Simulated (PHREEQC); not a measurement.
Consider water at 25 °C with 2.5 mmol/kgw HF, 31 mmol/kgw ZnSO4 and 0.57 mmol/kgw MnSO4. Closed to the air; pH follows from the charge balance.

Equilibrium calculation in PHREEQC: ion-association model, phreeqc.dat.

Precipitation was switched off in this run.

Task: Order these Zn species by the share of Zn that they hold, largest first: Zn+2, Zn(SO4)2-2, ZnSO4, ZnF+.

Result: Zn+2 (58 %), ZnSO4 (37 %), Zn(SO4)2-2 (5.0 %), ZnF+ (0.43 %)

Task: Order these S species by the share of S that they hold, largest first: SO4-2, MnSO4, Zn(SO4)2-2, HSO4-, ZnSO4.

Result: SO4-2 (52 %), ZnSO4 (36 %), Zn(SO4)2-2 (9.8 %), HSO4- (1.8 %), MnSO4 (0.61 %)

The pH is 3.15 and the ionic strength 0.0736 mol/kgw.
